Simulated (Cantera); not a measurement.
Feed: 1 mol trisilylamine, 2.6 mol N2, 0.14 mol H2, equilibrated at 1875 °C and 0.0100 bar.

Cantera equilibrium calculation (NASA polynomials, part measured and part estimated; ideal gas, pure solids and liquids). Candidate condensed phases: Si, Si3N4; 18 gas species. The feed counts by its element totals alone. The tables' values for SiN are old estimates; treat these amounts as uncertain. Gases not in the tables: Si2H6 and higher silanes. Kinetics and transport are ignored.

Base state: H2 0.560, N2 0.385, H 0.0312, Si 0.0220, SiH 0.000808, Si2 0.000317, Si2N 0.000295, SiN 0.000256 (mole fractions); condensed: Si(l).

Q: What changes in the equilibrium state with this change: temperature from 1875 °C to 550 °C?

A: 
```tsv
species	before	after
H2	0.560	0.808
N2	0.385	0.192
H	0.0312	<1e-9
Si	0.0220	<1e-9
SiH	0.000808	<1e-9
Si2	0.000317	<1e-9
Si2N	0.000295	<1e-9
SiN	0.000256	<1e-9
SiH2	0.000130	<1e-9
Si(l), mol	2.80	0
Si3N4(s), mol	0	1.00
```

Q: What changes in the equilibrium state with this change: temperature from 1875 °C to 650 °C?

A: 
```csv
species,before,after
H2,0.560,0.808
N2,0.385,0.192
H,0.0312,2.20e-9
Si,0.0220,<1e-9
SiH,0.000808,<1e-9
Si2,0.000317,<1e-9
Si2N,0.000295,<1e-9
SiN,0.000256,<1e-9
"Si(l), mol",2.80,0
"Si3N4(s), mol",0,1.00
```
